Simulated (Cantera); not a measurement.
# Thermodynamics of chlorosilane synthesis and conversion, feed SiCl4 + Cl2 + H2

Charge: 1 mol SiCl4, 1.9 mol Cl2, a varied amount of H2, held at 1150 °C and 0.180 bar.

Method: chemical equilibrium by Gibbs-energy minimisation in Cantera with the NASA 1993 tables (ideal gas, pure condensed phases). Candidate condensed phases: Si; 19 gas species. The tables' values for SiCl3 are old estimates; treat these amounts as uncertain. Equilibrium is a limit: real reactors are often held back by kinetics, nucleation or transport.

From 0.49 mol H2 to 2.9 mol H2 nothing is condensed. The main Si-bearing gas is SiCl4 throughout.

```
n(H2) (mol)  x HCl    x Cl2  x SiCl4     x H2     x Cl  x SiCl3   x SiCl2  x SiHCl3
-----------  -----  -------  -------  -------  -------  -------  --------  --------
0.49         0.282    0.381    0.288  5.40e-9   0.0493  1.06e-5   1.56e-9  4.28e-10
0.66         0.362    0.318    0.275  1.07e-8   0.0450  1.11e-5   1.78e-9  6.29e-10
0.88         0.456    0.245    0.259  2.20e-8   0.0395  1.20e-5   2.18e-9  9.73e-10
1.2          0.576    0.152    0.240  5.64e-8   0.0312  1.40e-5   3.25e-9   1.82e-9
1.6          0.704   0.0565    0.220  2.27e-7   0.0190  2.11e-5   8.03e-9   5.51e-9
2.1          0.766  4.34e-7    0.191   0.0350  5.26e-5  0.00662  0.000907  0.000677
2.9          0.672  7.43e-8    0.151    0.157  2.18e-5   0.0126   0.00419   0.00275
```
x: gas mole fraction; nothing condenses.
